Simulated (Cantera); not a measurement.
An isothermal, constant-pressure homogeneous reactor starts with C2H6 : N2 = 1 : 110 (molar parts), at 1175 K and 100.0 Torr.

Cantera simulation using GRI-Mech 3.0 (53 species, 325 reactions); the numbers are that mechanism's predictions, not measurements. GRI-Mech 3.0 stops at C3 and has no aromatics, soot or wall deposition, so with more carbon than oxygen in the feed, carbon stays in small species such as C2H2 where larger ones or solid carbon would form.

### Question
Predict: x(C2H6) at 200 s; x(H) at 200 s; x(CH4) at 200 s; x(C2H4) at 200 s; x(CH3) at 200 s.

### Answer
x(C2H6) at 200 s: 1.03e-7 (gas-phase equilibrium 2.83e-8)
x(H) at 200 s: 5.62e-8 (gas-phase equilibrium 4.33e-8)
x(CH4) at 200 s: 0.000955 (gas-phase equilibrium 0.000840)
x(C2H4) at 200 s: 0.000311 (gas-phase equilibrium 6.30e-5)
x(CH3) at 200 s: 6.35e-8 (gas-phase equilibrium 4.19e-8)
